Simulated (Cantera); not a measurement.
Mixture: CH4 : O2 : N2 = 1 : 1.54 : 5.78 (molar parts), at 10.0 bar, adiabatic and at constant pressure. Ignition delay is the time to a rise of 400 K.

Computed with Cantera and GRI-Mech 3.0 (53 species, 325 reactions).

Question: Predict: delay at 1025 K; delay at 1100 K; delay at 1175 K; delay at 1250 K; delay at 1325 K; delay at 1400 K; apparent activation energy between 1250 and 1400 K.

Answer: 
```json
{
  "delay at 1025 K": "60.7 ms",
  "delay at 1100 K": "19.9 ms",
  "delay at 1175 K": "7.38 ms",
  "delay at 1250 K": "2.96 ms",
  "delay at 1325 K": "1.26 ms",
  "delay at 1400 K": "0.568 ms",
  "apparent activation energy between 1250 and 1400 K": "160 kJ/mol"
}
```
